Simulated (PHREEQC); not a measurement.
Consider water at 75 °C with 0.0064 mol Cu(BF4)2, 0.049 mol HBF4 and 0.00018 mol H3BO3 per kg of water. Closed to the air; pH follows from the charge balance.

All values are PHREEQC results (ion-association model, phreeqc.dat), not measurements.

This is a speciation only: nothing precipitates in the calculation.

Task: Predict the pH, ionic strength.

Result: pH 1.44; ionic strength 0.0626 mol/kgw.

Task: In which forms is B present?

Result: BF4- 86 %, H3BO3 9.7 %, BF3OH- 3.3 %, BF2(OH)2- 1.0 % of the B.

Species that the database lacks are ignored. Constants without temperature data keep their 25 °C values here. Real BF4- forms and hydrolyses slowly; the run takes it at equilibrium.
